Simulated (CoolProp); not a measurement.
Vapour-liquid equilibrium of propane (1) + isopentane (2) at 28.45 °C; x and y are mole fractions of (1).

Values from CoolProp's multi-fluid Helmholtz-energy mixture model, Lemmon 2009 and Lemmon 2006; pair parameters Kunz 2012.

```tsv
x	bubble pressure (kPa)	y at the bubble point	dew pressure at overall composition x (kPa)	liquid density (mol/L)
0.05	157.0	0.358	108.7	?
0.2	302.9	0.700	127.9	8.876
0.35	437.3	?	155.2	9.261
0.5	568.5	0.883	196.7	9.699
0.65	701.1	0.927	267.2	10.16
0.8	?	0.961	409.9	10.60
0.95	985.5	0.990	789.6	10.96
```

Task: Some entries are withheld; supply them.

Result: 
- 0.05, liquid density (mol/L): 8.562
- 0.35, y at the bubble point: 0.818
- 0.8, bubble pressure (kPa): 838.4

No azeotrope shows between x = 0.05 and 0.95.

Pair parameters are fitted to limited data, so mixtures are less certain than the pure fluids. The gap from Raoult's law changes sign with composition, which may be real or a fault of the pair parameters; it wasn't checked against measurements.
